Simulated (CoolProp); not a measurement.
Ethanol along the isotherm 520.5 K: fugacity coefficient from the reference equation and from simpler models built on Tc = 514.7 K, pc = 6.268 MPa, ω = 0.644; each cubic takes its own stable root.

Model: reference Helmholtz-energy equation of state, Schroeder 2014, in CoolProp.

| p (MPa) | phase | reference |
|---|---|---|
| 1.04 | gas | 0.9535 |
| 2.09 | gas | 0.9067 |
| 3.13 | gas | 0.8601 |
| 4.18 | gas | 0.8124 |
| 5.22 | gas | 0.7635 |
| 6.27 | supercritical | 0.7102 |
| 7.31 | supercritical | 0.6428 |
| 8.36 | supercritical | 0.5780 |
| 9.4 | supercritical | 0.5271 |

Question: How far does each simpler model (van der Waals, Redlich-Kwong, Peng-Robinson) lie from the reference over these 9 states: mean and median of the absolute difference, and the worst?

Answer: 
- van der Waals: mean 0.7 %, median 0.5 %, worst +2.7 % at 520.5 K and 9.4 MPa
- Redlich-Kwong: mean 2.9 %, median 3.1 %, worst -4.3 % at 520.5 K and 7.31 MPa
- Peng-Robinson: mean 4.9 %, median 5.2 %, worst -6.9 % at 520.5 K and 6.27 MPa
